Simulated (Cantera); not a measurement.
Cantera run:

```python
import numpy as np
import cantera as ct

gas_names = """
    CF4 CF3
""".split()
cond_names = """
    Pb(cr) Pb(L) PbF2(a) PbF2(b) PbF2(L)
""".split()


# ... load() reads the species with a 1 bar reference pressure and builds the phases ...
species = {s.name: s for s in load("nasa_gas.yaml", gas_names) + load("nasa_condensed.yaml", cond_names)}
# Each term lists the table entries of one substance; the one whose range holds T is used.
reactions = {
    'Pb + 2 CF4(g) = 2 CF3(g) + PbF2':
        [(-1, ['Pb(cr)', 'Pb(L)']), (-2, ['CF4']), (2, ['CF3']), (1, ['PbF2(a)', 'PbF2(b)', 'PbF2(L)'])],
}


def pick(names, T):
    return next(species[n] for n in names if species[n].thermo.min_temp <= T <= species[n].thermo.max_temp)


results = []
for label, terms in reactions.items():
    print(label)
    print("     T/K   dH/kJ  dS/(J/K)   dG/kJ   log10 K")
    for T in [675, 825, 975, 1125, 1275, 1425, 1575, 1725, 1875, 2025]:
        used = [(nu, pick(names, T)) for nu, names in terms]
        dH = sum(nu * s.thermo.h(T) for nu, s in used) / 1e6
        dS = sum(nu * s.thermo.s(T) for nu, s in used) / 1e3
        dG = dH - T * dS / 1e3
        logK = -dG * 1e6 / (ct.gas_constant * T * np.log(10))
        results.append((label, T, dH, dS, dG, logK, [s.name for _, s in used]))
        print(f"{T:8g} {dH:8.1f} {dS:8.1f} {dG:8.1f} {logK:8.2f}")
```

Result:

```
Pb + 2 CF4(g) = 2 CF3(g) + PbF2
     T/K   dH/kJ  dS/(J/K)   dG/kJ   log10 K
     675    255.1     69.6    208.1   -16.10
     825    263.0     80.4    196.7   -12.46
     975    266.0     83.7    184.4    -9.88
    1125    282.7     98.9    171.4    -7.96
    1275    287.9    103.2    156.3    -6.40
    1425    293.0    107.0    140.5    -5.15
    1575    298.0    110.3    124.2    -4.12
    1725    302.9    113.3    107.4    -3.25
    1875    307.8    116.1     90.2    -2.51
    2025    312.6    118.5     72.6    -1.87
```

Cantera with NASA thermochemical tables; ideal gases at 1 bar, condensed phases pure. Condensed species are held in their standard states even where they would react or evaporate.
